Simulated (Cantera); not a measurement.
What does this Cantera script print?

```python
import numpy as np
import cantera as ct

gas_names = """
    H HO2 H2 H2O H2O2 O OH O2 O3 Ti TiO TiO2
""".split()
cond_names = """
    H2O(s) H2O(L) Ti(a) Ti(b) Ti(L) TiO(a) TiO(b) TiO(L) TiO2(ru) TiO2(L) Ti2O3(a) Ti2O3(b) Ti2O3(L)
    Ti3O5(a) Ti3O5(b) Ti3O5(L) Ti4O7(s) Ti4O7(L)
""".split()


# ... load() reads the species with a 1 bar reference pressure and builds the phases ...
atoms = {
    'Ti': {'Ti': 1},
    'O2': {'O': 2},
    'H2': {'H': 2},
}
top_T = {}  # K; cautious upper limits of use, not melting points


# ... equilibrate(T, P, feed) seeds the gas with the atoms and calls Mixture.equilibrate('TP', solver="vcs", rtol=1e-11, max_steps=5000) ...
results = []
feed = {'Ti': 1, 'O2': 0.14, 'H2': 110}  # mol
T = 2123.15  # K
P = 61  # Pa
mix = equilibrate(T, P, feed)
results.append((T, P, feed, dict(zip(mix.species_names, mix.species_moles))))
print(gas.report(threshold=0.001))
for i in range(1, mix.n_phases):
    print(f"{mix.phase(i).name:16s} {mix.phase_moles(i):12.5e} mol")
```

It prints:

```
       temperature   2123.2 K
          pressure   61 Pa
           density   7.9589e-06 kg/m^3
  mean mol. weight   2.3032 kg/kmol
   phase of matter   gas

                          1 kg             1 kmol
                     ---------------   ---------------
          enthalpy        3.7725e+07        8.6891e+07  J
   internal energy        3.0061e+07        6.9238e+07  J
           entropy        1.0921e+05        2.5155e+05  J/K
    Gibbs function       -1.9415e+08       -4.4718e+08  J
 heat capacity c_p             14195             32693  J/K
 heat capacity c_v             10585             24379  J/K

                      mass frac. Y      mole frac. X     chem. pot. / RT
                     ---------------   ---------------   ---------------
                 H          0.058904           0.13459           -13.614
                H2           0.75011           0.85699           -27.229
                Ti           0.12604         0.0060646           -10.333
               TiO          0.064784         0.0023363           -43.219
     [   +8 minor]        0.00016157        1.4667e-05

Ti(L)             0.00000e+00 mol
TiO(L)            0.00000e+00 mol
TiO2(ru)          0.00000e+00 mol
Ti2O3(L)          0.00000e+00 mol
Ti3O5(L)          0.00000e+00 mol
Ti4O7(L)          0.00000e+00 mol
```

These are equilibrium values from Cantera (NASA tables, ideal gas, pure condensed phases), not measurements of a reactor.
